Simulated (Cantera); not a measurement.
What does this Cantera script print?

```python
import numpy as np
import cantera as ct

gas = ct.Solution("gri30.yaml")
gas.TP = 300, 101325
flame = ct.CounterflowDiffusionFlame(gas, width=0.02)
flame.fuel_inlet.X, flame.fuel_inlet.T = {'CH4': 1, 'H2': 0.5, 'N2': 1.8}, 323
flame.oxidizer_inlet.X, flame.oxidizer_inlet.T = {'O2': 0.18, 'N2': 0.82}, 475
flame.set_refine_criteria(ratio=3, slope=0.12, curve=0.24, prune=0.03)
show = ['OH', 'H', 'NO', 'CO', 'C2H2']

rows = []
print(f"{'mdot':>8s}{'a_max':>10s}{'a_mean':>10s}{'Tmax/K':>9s}" + "".join(f"{s:>11s}" for s in show) + "   (peak mole fractions)")
for i, mdot in enumerate([0.61, 0.81, 1.1, 1.4, 1.9, 2.6, 3.4, 4.6, 6.1]):  # kg/m2/s on the oxidiser side
    flame.oxidizer_inlet.mdot, flame.fuel_inlet.mdot = mdot, 0.82 * mdot
    flame.solve(loglevel=0, auto=(i == 0))
    if flame.T.max() < max(323, 475) + 100:
        print(f"{mdot:8.3g}  no burning solution found from the previous one")
        break
    dT = np.abs(np.gradient(flame.T, flame.grid))
    rows.append([flame.strain_rate("max"), flame.strain_rate("mean"), flame.T.max(),
                 *(flame.X[gas.species_index(s)].max() for s in show), max(dT[0], dT[-1]) / dT.max()])
    print(f"{mdot:8.3g}{rows[-1][0]:10.1f}{rows[-1][1]:10.1f}{rows[-1][2]:9.1f}" + "".join(f"{x:11.3e}" for x in rows[-1][3:-1]))
```

It prints:

```
    mdot     a_max    a_mean   Tmax/K         OH          H         NO         CO       C2H2   (peak mole fractions)
    0.61     314.6      73.8   1858.0  4.684e-03  3.350e-03  8.834e-05  2.573e-02  3.214e-03
    0.81     409.9      98.0   1840.3  4.598e-03  3.490e-03  7.505e-05  2.607e-02  3.034e-03
     1.1     547.3     133.1   1822.1  4.494e-03  3.635e-03  6.150e-05  2.658e-02  2.814e-03
     1.4     687.7     169.4   1804.7  4.359e-03  3.715e-03  5.053e-05  2.703e-02  2.578e-03
     1.9     918.2     229.9   1778.1  4.112e-03  3.750e-03  3.686e-05  2.772e-02  2.185e-03
     2.6    1233.6     314.5   1742.3  3.726e-03  3.659e-03  2.358e-05  2.859e-02  1.670e-03
     3.4    1581.6     411.3   1695.3  3.188e-03  3.356e-03  1.288e-05  2.935e-02  1.099e-03
     4.6  no burning solution found from the previous one
```

Computed with Cantera and GRI-Mech 3.0 (53 species, 325 reactions). GRI-Mech 3.0 has no aromatics or soot, which form on the fuel side of real flames. The maximum strain rate includes the flame's own expansion and is several times the mean. A flux with no burning solution from the previous one only brackets extinction.
